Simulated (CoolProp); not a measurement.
The numbers come from the reference Helmholtz-energy equation of state, McLinden 2015 in CoolProp.

Q: Give the vapour pressure (kPa), liquid density (kg/m³), liquid cp (kJ/(kg K)) of saturated the fluoroketone C6F12O (FK-5-1-12) at 215.2 K.

A: 
| T (K) | p (kPa) | liquid density (kg/m³) | liquid cp (kJ/(kg K)) |
|---|---|---|---|
| 215.2 | 0.199 | 1830 | 1.10 |
